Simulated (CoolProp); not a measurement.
Properties of sulfur dioxide along the isobar 5140 kPa (Tc = 430.6 K, pc = 7887 kPa, ω = 0.256).

Model: reference Helmholtz-energy equation of state, Gao 2016, in CoolProp.

| T (K) | phase | density (kg/m³) | Joule-Thomson coefficient (K/MPa) | fugacity coefficient |
|---|---|---|---|---|
| 403.5 | liquid | 957.6 | 1.152 | 0.7054 |
| 415.7 | gas | 145.1 | 14.00 | 0.7485 |
| 427.8 | gas | 130.6 | 12.78 | 0.7741 |
| 440 | gas | 120.3 | 11.76 | 0.7961 |
| 452.1 | gas | 112.5 | 10.88 | 0.8151 |
| 464.3 | gas | 106.1 | 10.10 | 0.8320 |
| 476.4 | gas | 100.8 | 9.419 | 0.8469 |
| 488.6 | gas | 96.15 | 8.804 | 0.8603 |
| 500.7 | gas | 92.12 | 8.256 | 0.8723 |
| 512.9 | gas | 88.52 | 7.757 | 0.8831 |
| 525 | gas | 85.31 | 7.308 | 0.8929 |
